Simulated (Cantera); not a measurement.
Feed: 1 mol SiO2, 2.9 mol MgO, 0.1 mol H2O, at 10.0 mbar.

Cantera equilibrium calculation (NASA polynomials, part measured and part estimated; ideal gas, pure solids and liquids). Candidate condensed phases: H2O, Mg, MgO, Mg(OH)2, MgSiO3, Mg2SiO4, Si, SiO2; 24 gas species. Mutual solubility and eutectic melting of coexisting phases are not modelled. Condensed phases not in the tables: alloys, solid solutions and most ternary compounds. Rates play no part.

x: gas mole fraction; n: condensed amount in mol.

```
T (°C)  x H2O      x H2      x O2      x OH     x H  n MgO(s)  n Mg2SiO4(s)
------  -----  --------  --------  --------  ------  --------  ------------
500      1.00   3.44e-9   1.71e-9  3.54e-11  <1e-12     0.900          1.00
650      1.00   2.21e-7   1.09e-7   6.04e-9     ___     0.900          1.00
800     1.000   4.50e-6   2.19e-6   2.47e-7     ___     0.900          1.00
950     1.000   4.42e-5   2.11e-5   4.07e-6     ___     0.900          1.00
1100    1.000  0.000266  0.000124   3.64e-5     ___     0.900          1.00
1250    0.998   0.00113  0.000513  0.000212     ___     0.900          1.00
1400    0.994   0.00370   0.00164  0.000895     ___     0.900          1.00
1550    0.982   0.00997   0.00430   0.00297     ___     0.900          1.00
1700    0.957    0.0228   0.00965   0.00811     ___     0.900          1.00
1850    0.906    0.0455    0.0191    0.0189     ___     0.900         1.000
```

**Question.** Some entries are withheld; supply them.

**Answer.** 
- 650, x H: 1.15e-12
- 800, x H: 2.97e-10
- 950, x H: 2.00e-8
- 1100, x H: 5.43e-7
- 1250, x H: 7.77e-6
- 1400, x H: 6.93e-5
- 1550, x H: 0.000433
- 1700, x H: 0.00204
- 1850, x H: 0.00765
